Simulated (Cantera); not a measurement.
A freely propagating, adiabatic, planar premixed flame of 40.6 % H2, 11.9 % O2, 45.0 % N2, 2.44 % H2O, equivalence ratio 1.7, unburnt at 500 K and 0.987 atm; mixture-averaged transport, grid criteria slope 0.08 and curve 0.16, no radiation.

Model: the H2/O2 subset of GRI-Mech 3.0, which has no nitrogen chemistry, integrated in Cantera. Burning velocities carry a grid error of a few per cent, more on coarse grids.

Task: Predict: laminar burning velocity; thermal thickness; peak x(OH); peak x(HO2); peak x(H2O2).

Result: 
```json
{
  "laminar_burning_velocity": "648 cm/s",
  "thermal_thickness": "0.404 mm",
  "peak x(OH)": "0.00733",
  "peak x(HO2)": "0.000385",
  "peak x(H2O2)": "2.88e-5"
}
```
